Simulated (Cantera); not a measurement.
A freely propagating, adiabatic, planar premixed flame of H2 : O2 : N2 = 1 : 0.588 : 2.21 (molar parts), equivalence ratio 0.85, unburnt at 350 K and 5.92 atm; mixture-averaged transport, grid criteria slope 0.08 and curve 0.16, no radiation.

Model: the H2/O2 subset of GRI-Mech 3.0, which has no nitrogen chemistry, integrated in Cantera. The hydrogen kinetics of GRI-Mech 3.0 are dated; newer H2 mechanisms differ, most at raised pressure. Burning velocities carry a grid error of a few per cent, more on coarse grids.

What does this change do: inlet temperature 350 to 675 K?


```
quantity                     before      after
------------------------  ---------  ---------
laminar burning velocity   157 cm/s   718 cm/s
thermal thickness         0.0451 mm  0.0481 mm
peak x(H)                   0.00964     0.0237
peak x(H2O2)               0.000192    7.31e-5
peak x(HO2)                 0.00110   0.000942
```
